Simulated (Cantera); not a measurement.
A closed system holds: 1 mol toluene, 0.017 mol NH3, 2.8 mol H2, equilibrated at 21.8 Torr.

These are equilibrium values from Cantera (NASA tables, ideal gas, pure condensed phases), not measurements of a reactor. Candidate condensed phases: C, C6H6, C7H8, C8H18; 92 gas species. Equilibrium is a limit: real reactors are often held back by kinetics, nucleation or transport.

log p: log10 of the partial pressure in bar; n: condensed amount in mol.

| T (K) | log p H2 | log p H | log p C2H2 (acetylene) | log p C2H | log p C3 | n C(graphite) |
|---|---|---|---|---|---|---|
| 2575 | -1.63 | -2.28 | -3.47 | … | -5.81 | 6.80 |
| 2625 | -1.65 | -2.20 | -3.40 | … | -5.50 | 6.77 |
| 2675 | -1.68 | -2.13 | -3.35 | … | -5.20 | 6.72 |
| 2725 | -1.71 | -2.06 | -3.30 | … | -4.91 | 6.67 |
| 2775 | -1.74 | -2.00 | -3.25 | … | -4.64 | 6.61 |
| 2825 | -1.78 | -1.94 | -3.22 | … | -4.37 | 6.54 |
| 2875 | -1.82 | -1.89 | -3.19 | … | -4.11 | 6.45 |

Question: Complete the blanks.

Answer: 
- 2575, log p C2H: -5.19
- 2625, log p C2H: -4.98
- 2675, log p C2H: -4.79
- 2725, log p C2H: -4.60
- 2775, log p C2H: -4.43
- 2825, log p C2H: -4.26
- 2875, log p C2H: -4.10
